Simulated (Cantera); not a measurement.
Source: NASA polynomial tables (part measured, part estimated), evaluated in Cantera. Values are per mole of reaction as written; species without (g) are pure solids or liquids, kept so even where they would boil at 1 bar.

2 Cr₂N + 3 O(g) + 3 H₂O(g) = 2 Cr₂O₃ + 2 NH₃(g)

| T (K) | ΔH° (kJ) | ΔS° (J/K) | ΔG° (kJ) | log10 K |
|---|---|---|---|---|
| 500 | ? | ? | ? | ? |
| 650 | ? | ? | ? | ? |
| 800 | -2133.9 | -636.0 | -1625.0 | 106.10 |
| 950 | -2133.7 | -635.9 | -1529.7 | 84.11 |
| 1100 | -2134.0 | -636.1 | -1434.3 | 68.11 |
| 1250 | -2134.9 | -636.9 | -1338.8 | 55.94 |
| 1400 | -2136.6 | -638.2 | -1243.2 | 46.38 |
| 1550 | ? | ? | ? | ? |
| 1700 | -2142.1 | -641.7 | -1051.2 | 32.30 |

What belongs in the gaps?


- 500, ΔH° (kJ): -2133.7
- 500, ΔS° (J/K): -635.5
- 500, ΔG° (kJ): -1815.9
- 500, log10 K: 189.70
- 650, ΔH° (kJ): -2134.2
- 650, ΔS° (J/K): -636.5
- 650, ΔG° (kJ): -1720.5
- 650, log10 K: 138.26
- 1550, ΔH° (kJ): -2139.0
- 1550, ΔS° (J/K): -639.8
- 1550, ΔG° (kJ): -1147.3
- 1550, log10 K: 38.66
